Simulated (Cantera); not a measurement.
## NO annealing gas

A perfectly stirred reactor is fed with 23.3 % NO, 76.7 % N2, at 0.132 atm; it is held at 2150 K, and followed from long to short residence time.

Computed with Cantera and GRI-Mech 3.0 (53 species, 325 reactions).

```
τ (s)      x NO    x N2O      x O2   x N2       x O
-------  ------  -------  --------  -----  --------
3.3      0.0535  1.23e-6    0.0886  0.856   0.00161
0.92      0.118  5.74e-6    0.0563  0.824   0.00131
0.25      0.194  1.64e-5    0.0189  0.786  0.000830
0.069     0.223  2.29e-5   0.00423  0.772  0.000512
0.019     0.230  2.41e-5  0.000817  0.768  0.000342
0.0053    0.232  2.20e-5  0.000103  0.768  0.000171
0.0014    0.232  1.49e-5   6.44e-6  0.767   4.67e-5
0.00040   0.233  6.93e-6   4.17e-7  0.767   1.11e-5
0.00011   0.233  2.33e-6   2.74e-8  0.767   2.70e-6
```
x: mole fraction; the columns are a selection and need not sum to one.
